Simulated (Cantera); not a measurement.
**Moist CO burnout**

A perfectly stirred reactor is fed with 0.274 % CO, 1.37 % O2, 0.441 % H2O, 97.9 % N2, equivalence ratio 0.10, at 4.93 atm; it is held at 1025 K, and followed from long to short residence time.

Detailed kinetics in Cantera: GRI-Mech 3.0 (53 species, 325 reactions).

| τ (s) | x CO | x O2 | x H2O | x O | x NO |
|---|---|---|---|---|---|
| 1.1 | 0.00186 | 0.0133 | 0.00441 | 3.72e-8 | 2.70e-11 |
| 0.40 | 0.00233 | 0.0135 | 0.00440 | 4.32e-8 | 5.70e-12 |
| 0.14 | 0.00259 | 0.0136 | 0.00440 | 4.39e-8 | <1e-12 |
| 0.049 | 0.00270 | 0.0137 | 0.00441 | 3.73e-8 | <1e-12 |
| 0.017 | 0.00274 | 0.0137 | 0.00441 | 1.35e-8 | <1e-12 |
| 0.0060 | 0.00274 | 0.0137 | 0.00441 | 4.63e-10 | <1e-12 |
| 0.0021 | 0.00274 | 0.0137 | 0.00441 | 2.46e-10 | <1e-12 |
| 0.00074 | 0.00274 | 0.0137 | 0.00441 | 1.44e-10 | <1e-12 |
| 0.00026 | 0.00274 | 0.0137 | 0.00441 | 7.06e-11 | <1e-12 |
x: mole fraction; the columns are a selection and need not sum to one.
